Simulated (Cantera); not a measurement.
Input: 1 mol Si, 2.3 mol Cl₂, 15 mol H₂, 0.75 mol HCl, equilibrated at 1152 °C and 75.0 Torr.

These are equilibrium values from Cantera (NASA tables, ideal gas, pure condensed phases), not measurements of a reactor. Candidate condensed phases: Si; 19 gas species. The tables' values for SiCl₃ are old estimates; treat these amounts as uncertain. Kinetics and transport are ignored.

Base state: H₂ 0.783, HCl 0.161, SiCl₂ 0.0363, SiCl₃ 0.00863, SiCl₄ 0.00808, SiHCl₃ 0.00308, SiH₂Cl₂ 0.000179, H 1.91e-5 (mole fractions); condensed: gas only.

What changes in the equilibrium state with this change: temperature from 1152 °C to 1227 °C?


```
species   before    after
-------  -------  -------
H₂         0.783    0.772
HCl        0.161    0.172
SiCl₂     0.0363   0.0441
H        1.91e-5  4.89e-5
SiCl₄    0.00808  0.00333
```
